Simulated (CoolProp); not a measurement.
The numbers come from the reference Helmholtz-energy equation of state, Younglove 1994 in CoolProp. It is a modified Benedict-Webb-Rubin equation, recast in Helmholtz form.

Task: For R123, give the phase and the density (kg/m³), Joule-Thomson coefficient (K/MPa), isothermal compressibility (1/MPa), expansivity (1/kK) at 139.85 °C and 6.47 bar.

Result: 
- 139.85 °C and 6.47 bar: gas; density 31.8, Joule-Thomson coefficient 14.8, isothermal compressibility 1.72, expansivity 3.38
